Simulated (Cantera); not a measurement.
# Diamond growth

A diamond (100) surface in a fixed gas of H2 with x(CH4) = 0.0052, x(CH3) = 0.00014, at 1400 K, 44.3 Torr; coverages are run to steady state.

Model: the Harris–Goodwin 1993 mechanism for the reconstructed diamond (100) surface, integrated in Cantera.

```tsv
x(H)	growth (µm/h)	θ c6HH	θ c6H*	θ c6*H	θ c6**
0.0001	0.00806	0.712	0.0280	0.257	0.00313
0.00025	0.0586	0.564	0.0419	0.384	0.0102
0.00063	0.277	0.447	0.0520	0.476	0.0239
0.0016	0.798	0.379	0.0570	0.522	0.0410
0.0039	1.46	0.348	0.0589	0.539	0.0541
0.0098	2.15	0.333	0.0597	0.545	0.0620
0.024	2.93	0.327	0.0601	0.547	0.0657
0.061	4.27	0.324	0.0606	0.547	0.0676
0.15	6.43	0.323	0.0616	0.546	0.0686
```
θ: site fractions in the mechanism's names (c6HH fully hydrogenated, c6H* and c6*H radical sites, c6** diradical, c6HM methylated).
